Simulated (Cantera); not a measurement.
Input (Python, Cantera) and output of one run.

```python
import numpy as np
import cantera as ct

gas_names = """
    Cr CrN CrO CrO2 CrO3 H HNO HNO2 HNO3 HO2 H2 H2O H2O2 N NH NH2 NH3 NH2OH NO NO2 NO3 N2 N2H2 N2H4 N2O
    O OH O2 O3
""".split()
cond_names = """
    Cr(cr) Cr(L) CrN(s) Cr2N(s) Cr2O3(s) Cr2O3(L) H2O(s) H2O(L)
""".split()


# ... load() reads the species with a 1 bar reference pressure and builds the phases ...
atoms = {
    'Cr': {'Cr': 1},
    'N2O': {'N': 2, 'O': 1},
    'H2': {'H': 2},
}
top_T = {'CrN(s)': 1900, 'Cr2N(s)': 1900}  # K; cautious upper limits of use, not melting points


# ... equilibrate(T, P, feed) seeds the gas with the atoms and calls Mixture.equilibrate('TP', solver="vcs", rtol=1e-11, max_steps=5000) ...
results = []
feed = {'Cr': 1, 'N2O': 0.14, 'H2': 3.1}  # mol
T = 2398.15  # K
P = 10000  # Pa
mix = equilibrate(T, P, feed)
results.append((T, P, feed, dict(zip(mix.species_names, mix.species_moles))))
print(gas.report(threshold=1e-05))
for i in range(1, mix.n_phases):
    print(f"{mix.phase(i).name:16s} {mix.phase_moles(i):12.5e} mol")
```

Output:

```
       temperature   2398.2 K
          pressure   10000 Pa
           density   0.0074616 kg/m^3
  mean mol. weight   14.878 kg/kmol
   phase of matter   gas

                          1 kg             1 kmol
                     ---------------   ---------------
          enthalpy        1.0458e+07        1.5559e+08  J
   internal energy        9.1176e+06        1.3565e+08  J
           entropy             15524        2.3097e+05  J/K
    Gibbs function       -2.6772e+07        -3.983e+08  J
 heat capacity c_p            2246.5             33424  J/K
 heat capacity c_v            1687.7             25109  J/K

                      mass frac. Y      mole frac. X     chem. pot. / RT
                     ---------------   ---------------   ---------------
                Cr           0.77973           0.22311           -7.8966
               CrO           0.03564         0.0077983           -31.577
              CrO2        0.00051091        9.0498e-05           -55.257
                 H         0.0027681          0.040856           -11.388
                H2          0.090983           0.67145           -22.775
               H2O          0.029154          0.024077           -46.455
                N2          0.060889          0.032338           -33.303
                 O        1.1775e-05         1.095e-05            -23.68
                OH        0.00030708        0.00026864           -35.068
     [  +20 minor]         9.087e-06        4.1615e-06

Cr(L)             0.00000e+00 mol
Cr2O3(s)          0.00000e+00 mol
```

These are equilibrium values from Cantera (NASA tables, ideal gas, pure condensed phases), not measurements of a reactor.
